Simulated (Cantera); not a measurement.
# Low-pressure radical oxidation in H2/O2

An isothermal, constant-pressure homogeneous reactor starts with 0.587 % H₂, 99.4 % O₂, equivalence ratio 0.0029, at 1125 K and 0.00987 atm.

Detailed kinetics in Cantera: the H2/O2 subset of GRI-Mech 3.0, which has no nitrogen chemistry. Radical loss at walls, strong at low pressure, is not modelled.

| t (s) | x H₂ | x O₂ | x H₂O₂ | x OH | x O |
|---|---|---|---|---|---|
| 9.00e-5 | 0.00587 | 0.994 | <1e-12 | 3.10e-11 | 3.16e-11 |
| 0.000262 | 0.00587 | 0.994 | <1e-12 | 1.60e-10 | 1.71e-10 |
| 0.000765 | 0.00587 | 0.994 | <1e-12 | 6.60e-10 | 7.90e-10 |
| 0.00223 | 0.00587 | 0.994 | <1e-12 | 3.47e-9 | 4.93e-9 |
| 0.00651 | 0.00587 | 0.994 | 3.35e-12 | 8.54e-8 | 1.32e-7 |
| 0.0190 | 0.00492 | 0.993 | 9.59e-9 | 0.000378 | 0.000659 |
| 0.0553 | 1.57e-5 | 0.989 | 8.88e-9 | 0.000359 | 0.00470 |
| 0.161 | 1.15e-5 | 0.990 | 8.62e-9 | 0.000312 | 0.00357 |
| 0.470 | 6.09e-6 | 0.992 | 8.17e-9 | 0.000227 | 0.00188 |
| 1.37 | 1.86e-6 | 0.993 | 6.72e-9 | 0.000126 | 0.000572 |
| 4.00 | 3.54e-7 | 0.994 | 3.90e-9 | 5.56e-5 | 0.000110 |
x: mole fraction; the columns are a selection and need not sum to one.

Equilibrium at this temperature and pressure: H₂ 1.43e-10, O₂ 0.994, H₂O₂ 6.87e-12, OH 1.15e-6, O 4.63e-8 (gas phase only).
